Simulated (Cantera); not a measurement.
A closed system holds: 1 mol C2H6, 0.99 mol NH3, 2.1 mol N2, 0.68 mol H2O, equilibrated at 2575 K and 1 atm.

Method: chemical equilibrium by Gibbs-energy minimisation in Cantera with the NASA 1993 tables (ideal gas, pure condensed phases). Candidate condensed phases: C, C6H6, C7H8, C8H18, H2O; 136 gas species. The numbers say what is thermodynamically allowed, not how fast it happens.

Task: What is the equilibrium state?

Result: 
- x(H2): 0.563
- x(N2): 0.284
- x(CO): 0.0795
- x(HCN): 0.0340
- x(H): 0.0258
- x(C2H2 (acetylene)): 0.00828
- x(HNC): 0.00433
- x(CN): 9.99e-5
- x(C4H2): 5.04e-5
- n(C(graphite)): 0.846 mol
- gas amount: 8.550 mol
